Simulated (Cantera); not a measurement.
Source: NASA polynomial tables (part measured, part estimated), evaluated in Cantera. Values are per mole of reaction as written; species without (g) are pure solids or liquids, kept so even where they would boil at 1 bar. FeO: taken at fixed stoichiometry.

4 FeCl3(g) + 2 FeO = O2(g) + 6 FeCl2(g)

```tsv
T (K)	ΔH° (kJ)	ΔS° (J/K)	ΔG° (kJ)	log10 K
2323	?	?	?	?
2348	585.8	395.5	-342.8	7.63
2373	585.1	395.2	-352.7	7.76
2398	?	?	?	?
2423	583.5	394.5	-372.4	8.03
2448	582.8	394.2	-382.3	8.16
```

Problem. Fill in the missing entries.

Solution. 
- 2323, ΔH° (kJ): 586.6
- 2323, ΔS° (J/K): 395.8
- 2323, ΔG° (kJ): -332.9
- 2323, log10 K: 7.49
- 2398, ΔH° (kJ): 584.3
- 2398, ΔS° (J/K): 394.9
- 2398, ΔG° (kJ): -362.6
- 2398, log10 K: 7.90
